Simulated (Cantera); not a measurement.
A closed system holds: 1 mol PbO, 7.5 mol CO, 2.5 mol H₂, equilibrated at 0.0710 bar.

These are equilibrium values from Cantera (NASA tables, ideal gas, pure condensed phases), not measurements of a reactor. Candidate condensed phases: C, C₆H₆, C₇H₈, C₈H₁₈, H₂O, Pb, PbO, PbO₂, Pb₃O₄; 113 gas species. Equilibrium is a limit: real reactors are often held back by kinetics, nucleation or transport.

Question: At 1500 K, list the 7 most abundant gas species with their mole fractions, and the condensed phases.

Answer: CO 0.630, H₂ 0.188, Pb 0.0909, CO₂ 0.0513, H₂O 0.0396, H 2.86e-5, Pb₂ 1.00e-5. Condensed: gas only.
